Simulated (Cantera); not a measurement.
What does this Cantera script print?

```python
import numpy as np
import cantera as ct

gas_names = [...]  # 47 gases of nasa_gas.yaml made of Cl, H, N, O, Si
cond_names = """
    H2O(s) H2O(L) NH4CL(a) NH4CL(b) Si(cr) Si(L) SiO2(Lqz) SiO2(hqz) SiO2(L) Si2N2O(s) Si3N4(a)
""".split()


# ... load() reads the species with a 1 bar reference pressure and builds the phases ...
atoms = {
    'SiO2': {'Si': 1, 'O': 2},
    'HCl': {'H': 1, 'CL': 1},
    'N2': {'N': 2},
}
top_T = {'Si2N2O(s)': 2100, 'Si3N4(a)': 2400}  # K; cautious upper limits of use, not melting points


# ... equilibrate(T, P, feed) seeds the gas with the atoms and calls Mixture.equilibrate('TP', solver="vcs", rtol=1e-11, max_steps=5000) ...
results = []
feed = {'SiO2': 1, 'HCl': 5.6, 'N2': 22}  # mol
P = 100000  # Pa
for T in [1598, 1648, 1698, 1748, 1798, 1848, 1898]:
    mix = equilibrate(T, P, feed)
    results.append((T, P, feed, dict(zip(mix.species_names, mix.species_moles))))

top = {s: max(r[3][s] / sum(r[3][g] for g in gas_names) for r in results) for s in gas_names}
cols = sorted((s for s in top if top[s] > 1e-05), key=lambda s: -top[s])[:8]
seen = [c for c in cond_names if any(r[3].get(c, 0) > 1e-12 for r in results)]
print("log10 of partial pressures in bar; condensed amounts in mol")
print(f"{'T/K':>10s}" + "".join(f"{s[:9]:>10s}" for s in cols + seen))
for T, P, feed, n in results:
    ng = sum(n[g] for g in gas_names)
    print(f"{T:10.4g}" + "".join(f"{np.log10(max(n[s] / ng * P / 1e5, 1e-99)):10.3f}" for s in cols)
          + "".join(f"{n.get(c, 0):10.4g}" for c in seen))
```

Output:

```
log10 of partial pressures in bar; condensed amounts in mol
       T/K        N2       HCL        CL        H2       H2O     SiCL4       SiO       CL2 SiO2(hqz)   SiO2(L)
      1598    -0.099    -0.695    -3.291    -3.558    -3.788    -4.100    -7.384    -4.654    0.9977         0
      1648    -0.099    -0.695    -3.142    -3.418    -3.745    -4.066    -6.752    -4.606    0.9975         0
      1698    -0.099    -0.696    -3.002    -3.285    -3.703    -4.039    -6.161    -4.562         0    0.9973
      1748    -0.099    -0.697    -2.870    -3.161    -3.662    -4.024    -5.612    -4.521         0     0.997
      1798    -0.099    -0.698    -2.746    -3.044    -3.617    -4.024    -5.102    -4.482         0    0.9966
      1848    -0.099    -0.699    -2.627    -2.935    -3.564    -4.048    -4.634    -4.444         0    0.9959
      1898    -0.099    -0.701    -2.513    -2.835    -3.495    -4.109    -4.213    -4.405         0    0.9947
```

Method: chemical equilibrium by Gibbs-energy minimisation in Cantera with the NASA 1993 tables (ideal gas, pure condensed phases). The tables' values for SiCl3 are old estimates; treat these amounts as uncertain. The tables hold silica as quartz up to 1696 K and as liquid above; real silica turns to tridymite and cristobalite and melts near 1996 K.
